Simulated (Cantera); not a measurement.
Fe3O4 + C + CO (carbothermic reduction)

Input: 1 mol Fe3O4, 4.4 mol C, 0.056 mol CO, equilibrated at 0.450 bar.

Equilibrium computed with Cantera from the NASA thermochemical tables; the gas is ideal and each condensed phase is pure. Candidate condensed phases: C, Fe, Fe(CO)5, FeO, Fe2O3, Fe3O4; 15 gas species. Iron dissolves carbon and melts from about 1420 K in contact with it, which pure phases cannot show. Condensed phases not in the tables: cementite and carbon dissolved in iron. The numbers say what is thermodynamically allowed, not how fast it happens.

From 1425 °C to 1525 °C the condensed part is C(graphite) + Fe(δ). From 1550 °C to 1625 °C the condensed part is C(graphite) + Fe(l). The main Fe-bearing gas is Fe throughout.

```
T (°C)  log p CO  log p Fe  log p CO2  n C(graphite)  n Fe(δ)  n Fe(l)
------  --------  --------  ---------  -------------  -------  -------
1425       -0.35     -5.22      -4.54          0.400     3.00        0
1450       -0.35     -5.04      -4.61          0.400     3.00        0
1475       -0.35     -4.87      -4.68          0.400     3.00        0
1500       -0.35     -4.70      -4.75          0.400     3.00        0
1525       -0.35     -4.54      -4.82          0.400     3.00        0
1550       -0.35     -4.39      -4.88          0.400        0     3.00
1575       -0.35     -4.24      -4.94          0.400        0     3.00
1600       -0.35     -4.10      -5.00          0.400        0     3.00
1625       -0.35     -3.96      -5.06          0.400        0     3.00
```
log p: log10 of the partial pressure in bar; n: condensed amount in mol.
